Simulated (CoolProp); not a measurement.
R113 along the isobar 4.46 MPa: fugacity coefficient from the reference equation and from simpler models built on Tc = 214.1 °C, pc = 3.392 MPa, ω = 0.253; each cubic takes its own stable root.

Computed with CoolProp (reference Helmholtz-energy equation of state, Marx 1992).

```json
[
 {"T (°C)": "21.75", "phase": "liquid", "reference": "0.01072"},
 {"T (°C)": "37.55", "phase": "liquid", "reference": "0.01918"},
 {"T (°C)": "53.35", "phase": "liquid", "reference": "0.03195"},
 {"T (°C)": "69.05", "phase": "liquid", "reference": "0.05000"},
 {"T (°C)": "84.85", "phase": "liquid", "reference": "0.07451"},
 {"T (°C)": "100.65", "phase": "liquid", "reference": "0.1062"},
 {"T (°C)": "116.45", "phase": "liquid", "reference": "0.1455"},
 {"T (°C)": "132.15", "phase": "liquid", "reference": "0.1923"},
 {"T (°C)": "147.95", "phase": "liquid", "reference": "0.2470"},
 {"T (°C)": "163.75", "phase": "liquid", "reference": "0.3087"},
 {"T (°C)": "179.55", "phase": "liquid", "reference": "0.3763"},
 {"T (°C)": "195.25", "phase": "liquid", "reference": "0.4477"},
 {"T (°C)": "211.05", "phase": "liquid", "reference": "0.5214"},
 {"T (°C)": "226.85", "phase": "supercritical", "reference": "0.5926"}
]
```

How far does each simpler model (Redlich-Kwong, Peng-Robinson) lie from the reference over these 14 states: mean and median of the absolute difference, and the worst?


- Redlich-Kwong: mean 34.1 %, median 26.4 %, worst +95.1 % at 21.75 °C and 4.46 MPa
- Peng-Robinson: mean 1.6 %, median 1.5 %, worst -3.2 % at 226.85 °C and 4.46 MPa
